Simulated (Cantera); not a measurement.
An adiabatic, constant-volume homogeneous reactor starts with CH4 : O2 : N2 = 1 : 3.77 : 14.2 (molar parts), equivalence ratio 0.53, at 1525 K and 17300 Torr.

Cantera simulation using GRI-Mech 3.0 (53 species, 325 reactions); the numbers are that mechanism's predictions, not measurements. The pressure lies above the range GRI-Mech 3.0 was tuned for (to about 10 atm).

Question: Predict: time of steepest temperature rise; temperature at 5.00 s; equilibrium temperature; x(O2) at 5.00 s; x(O) at 5.00 s; x(H2) at 5.00 s; x(NO2) at 5.00 s.

Answer: 
```json
{
  "time_of_steepest_temperature_rise": "55.6 µs",
  "temperature at 5.00 s": "2739 K",
  "equilibrium_temperature": "2739 K",
  "x(O2) at 5.00 s": "0.0815 (gas-phase equilibrium 0.0815)",
  "x(O) at 5.00 s": "0.00189 (gas-phase equilibrium 0.00189)",
  "x(H2) at 5.00 s": "0.000930 (gas-phase equilibrium 0.000930)",
  "x(NO2) at 5.00 s": "5.78e-5 (gas-phase equilibrium 5.78e-5)"
}
```
